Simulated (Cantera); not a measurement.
A closed system holds: 1 mol Pb, 13 mol N2, 2.3 mol CO, held at 973 K and 1.00 bar.

These are equilibrium values from Cantera (NASA tables, ideal gas, pure condensed phases), not measurements of a reactor. Candidate condensed phases: C, Pb, PbO, PbO2, Pb3O4; 27 gas species. Rates play no part.

Base state: N2 0.862, CO 0.122, CO2 0.0150 (mole fractions); condensed: C(graphite) + Pb(l).

Task: What changes in the equilibrium state with this change: CO from 2.3 to 3.3 mol?

Result: 
```json
[
 {"species": "N2", "before": "0.862", "after": "0.817"},
 {"species": "CO", "before": "0.122", "after": "0.158"},
 {"species": "CO2", "before": "0.0150", "after": "0.0249"},
 {"species": "C(graphite), mol", "before": "0.227", "after": "0.396"},
 {"species": "Pb(l), mol", "before": "1.000", "after": "1.000"}
]
```

Task: What changes in the equilibrium state with this change: Pb replaced by PbO?

Result: 
| species | before | after |
|---|---|---|
| N2 | 0.862 | 0.850 |
| CO | 0.122 | 0.0850 |
| CO2 | 0.0150 | 0.0654 |
| C(graphite), mol | 0.227 | 0 |
| Pb(l), mol | 1.000 | 1.000 |

Task: What changes in the equilibrium state with this change: CO from 2.3 to 4.8 mol?

Result: 
```csv
species,before,after
N2,0.862,0.760
CO,0.122,0.200
CO2,0.0150,0.0402
"C(graphite), mol",0.227,0.688
"Pb(l), mol",1.000,1.000
```
